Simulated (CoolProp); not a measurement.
Vapour-liquid equilibrium of CH2F2 (R32) (1) + R142b (2) at 0.811 bar; x and y are mole fractions of (1).

Computed with CoolProp (multi-fluid Helmholtz-energy mixture model, Tillner-Roth 1997 and Lemmon 2006; pair parameters Bell 2016).

| x | bubble temperature (°C) | y at the bubble point | dew temperature at overall composition x (°C) | liquid density (mol/L) |
|---|---|---|---|---|
| 0.05 | -21.3 | 0.286 | -15.6 | 12.42 |
| 0.15 | -31.5 | 0.602 | -17.8 | 13.27 |
| 0.25 | -38.5 | 0.752 | -20.3 | 14.13 |
| 0.35 | -43.3 | 0.831 | -23.0 | 15.02 |
| 0.45 | -46.7 | 0.877 | -26.1 | 15.97 |
| 0.55 | -49.2 | 0.907 | -29.5 | 17.00 |
| 0.65 | -51.0 | 0.929 | -33.5 | 18.15 |
| 0.75 | -52.5 | 0.948 | -38.4 | 19.43 |
| 0.85 | -53.9 | 0.966 | -44.7 | 20.89 |
| 0.95 | -55.2 | 0.987 | -52.7 | 22.59 |

No azeotrope shows between x = 0.05 and 0.95.

Pair parameters are fitted to limited data, so mixtures are less certain than the pure fluids.
